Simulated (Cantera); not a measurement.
Input (Python, Cantera) and output of one run.

```python
import numpy as np
import cantera as ct

gas_names = """
    Hg N N2
""".split()
cond_names = """
    Hg(cr) Hg(L)
""".split()


# ... load() reads the species with a 1 bar reference pressure and builds the phases ...
atoms = {
    'Hg': {'Hg': 1},
    'N2': {'N': 2},
}
top_T = {}  # K; cautious upper limits of use, not melting points


# ... equilibrate(T, P, feed) seeds the gas with the atoms and calls Mixture.equilibrate('TP', solver="vcs", rtol=1e-11, max_steps=5000) ...
results = []
feed = {'Hg': 1, 'N2': 5}  # mol
T = 1000  # K
P = 460  # Pa
mix = equilibrate(T, P, feed)
results.append((T, P, feed, dict(zip(mix.species_names, mix.species_moles))))
x = sorted(zip(gas.X, gas.species_names), reverse=True)
print(f"T = {T:g} K  P = {P:g} Pa  gas = {mix.phase_moles(0):.4g} mol")
print("   x: " + "  ".join(f"{s} {v:.3e}" for v, s in x if v > 1e-06))
print("   condensed (mol): " + ("  ".join(f"{mix.phase(i).name} {mix.phase_moles(i):.4g}"
      for i in range(1, mix.n_phases) if mix.phase_moles(i) > 1e-12) or "none"))
```

Output:

```
T = 1000 K  P = 460 Pa  gas = 6 mol
   x: N2 8.333e-01  Hg 1.667e-01
   condensed (mol): none
```

Equilibrium computed with Cantera from the NASA thermochemical tables; the gas is ideal and each condensed phase is pure.
